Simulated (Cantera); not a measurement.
## Adiabatic ignition

An adiabatic, constant-pressure homogeneous reactor starts with 5.16 % CH₄, 8.62 % O₂, 86.2 % N₂, at 1475 K and 7.40 bar.

Model: GRI-Mech 3.0 (53 species, 325 reactions), integrated in Cantera.

```csv
t (s),T (K),x CH₄,x O₂,x NO₂,x CH₂,x H
2.00e-6,1475,0.0516,0.0862,<1e-12,<1e-12,4.25e-9
5.22e-6,1475,0.0516,0.0862,<1e-12,<1e-12,5.03e-9
1.36e-5,1475,0.0516,0.0862,<1e-12,1.53e-12,7.51e-9
3.56e-5,1475,0.0516,0.0862,<1e-12,1.68e-11,1.68e-8
9.28e-5,1475,0.0515,0.0862,<1e-12,1.28e-10,4.45e-8
0.000242,1477,0.0511,0.0859,<1e-12,4.06e-10,1.17e-7
0.000632,1495,0.0473,0.0834,2.92e-12,5.13e-9,1.04e-6
0.00165,2311,<1e-12,3.81e-5,2.77e-9,<1e-12,0.000417
0.00431,2311,<1e-12,3.71e-5,3.55e-9,<1e-12,0.000413
0.0112,2310,<1e-12,3.68e-5,5.26e-9,<1e-12,0.000412
0.0294,2310,<1e-12,3.64e-5,7.62e-9,<1e-12,0.000412
0.0766,2309,<1e-12,3.63e-5,8.59e-9,<1e-12,0.000412
0.200,2309,<1e-12,3.63e-5,8.62e-9,<1e-12,0.000412
```
x: mole fraction; the columns are a selection and need not sum to one.

| Property | Value |
|---|---|
| time of steepest temperature rise | 0.915 ms |
| temperature at 0.200 s | 2309 K |
| equilibrium temperature | 2309 K |
| x(CH₄) at 0.200 s | <1e-12 (gas-phase equilibrium <1e-12) |
| x(O₂) at 0.200 s | 3.63e-5 (gas-phase equilibrium 3.63e-5) |
| x(NO₂) at 0.200 s | 8.62e-9 (gas-phase equilibrium 8.62e-9) |
